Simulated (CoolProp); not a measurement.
Vapour-liquid equilibrium of acetone (1) + toluene (2) at 22.7 kPa; x and y are mole fractions of (1).

The numbers come from the multi-fluid Helmholtz-energy mixture model, Lemmon 2006 and Lemmon 2006; pair parameters Bell 2016 in CoolProp.

| x | bubble temperature, mixture model (°C) | bubble temperature, Raoult's law (°C) | y, mixture model | y, Raoult's law |
|---|---|---|---|---|
| 0.05 | 55.0 | 59.2 | 0.362 | 0.248 |
| 0.2 | 39.4 | 46.3 | 0.716 | 0.631 |
| 0.35 | 32.3 | 37.7 | 0.825 | 0.797 |
| 0.5 | 27.9 | 31.4 | 0.881 | 0.885 |
| 0.65 | 24.6 | 26.5 | 0.921 | 0.937 |
| 0.8 | 21.7 | 22.5 | 0.955 | 0.971 |
| 0.95 | 19.0 | 19.2 | 0.989 | 0.994 |

The largest gap from Raoult's law is -6.9 K in bubble temperature, at x = 0.2. No azeotrope shows between x = 0.05 and 0.95.

Pair parameters are fitted to limited data, so mixtures are less certain than the pure fluids.
